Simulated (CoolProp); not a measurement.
The numbers come from the reference Helmholtz-energy equation of state, Gao 2020 in CoolProp.

**Question.** Give the vapour pressure (MPa), liquid density (kg/m³), enthalpy of vaporisation (kJ/kg), liquid viscosity (µPa s) of saturated ammonia at -43.15 °C.

**Answer.** 
```tsv
T (°C)	p (MPa)	liquid density (kg/m³)	enthalpy of vaporisation (kJ/kg)	liquid viscosity (µPa s)
-43.15	0.0603	694	1400	294
```

Viscosity comes from a separate model (Fenghour 1995).
